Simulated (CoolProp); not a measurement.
Normal hydrogen along the isotherm 26.8 K: density (kg/m³) from the reference equation and from simpler models built on Tc = 33.1 K, pc = 1296 kPa, ω = -0.219; each cubic takes its own stable root.

Values from CoolProp's reference Helmholtz-energy equation of state, Leachman 2009.

| p (kPa) | phase | reference | van der Waals | Redlich-Kwong | Soave-Redlich-Kwong | Peng-Robinson |
|---|---|---|---|---|---|---|
| 40.5 | gas | 0.3730 | 0.3722 | 0.3737 | 0.3731 | 0.3736 |
| 81 | gas | 0.7601 | 0.7567 | 0.7633 | 0.7603 | 0.7624 |
| 122 | gas | 1.168 | 1.160 | 1.176 | 1.168 | 1.173 |
| 162 | gas | 1.583 | 1.568 | 1.598 | 1.584 | 1.593 |
| 203 | gas | 2.029 | 2.003 | 2.054 | 2.029 | 2.044 |
| 243 | gas | 2.487 | 2.446 | 2.525 | 2.486 | 2.508 |
| 284 | gas | 2.983 | 2.922 | 3.040 | 2.980 | 3.011 |
| 324 | gas | 3.497 | 3.411 | 3.579 | 3.492 | 3.533 |
| 365 | gas | 4.063 | 3.941 | 68.21 | 4.052 | 4.107 |
| 405 | gas | 4.660 | 4.491 | 68.33 | 4.639 | 4.710 |
| 446 | gas | 5.333 | 5.097 | 68.46 | 5.295 | 5.386 |
| 486 | liquid | 61.76 | 5.739 | 68.59 | 63.00 | 70.87 |
| 527 | liquid | 61.89 | 48.38 | 68.71 | 63.21 | 71.09 |
| 567 | liquid | 62.01 | 48.54 | 68.83 | 63.40 | 71.30 |
| 608 | liquid | 62.14 | 48.69 | 68.95 | 63.59 | 71.51 |
| 648 | liquid | 62.26 | 48.84 | 69.07 | 63.78 | 71.71 |

At some of these states van der Waals, Redlich-Kwong gives the other phase, because its saturation line lies elsewhere.
